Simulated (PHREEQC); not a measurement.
Dissolve 0.00042 mol/kgw CaSO4, 0.00014 mol/kgw NaHCO3 and 4.1e-06 mol/kgw H4SiO4 at 25 °C. Closed to the air; pH follows from the charge balance.

Model: ion-association model, phreeqc.dat, run in PHREEQC.

This is a speciation only: nothing precipitates in the calculation.

Question: What pH, specific conductance does the model give?

Answer: pH 8.06; specific conductance 117 µS/cm.

Question: In which forms is Ca present?

Answer: Ca+2 95 %, CaSO4 4.7 % of the Ca.
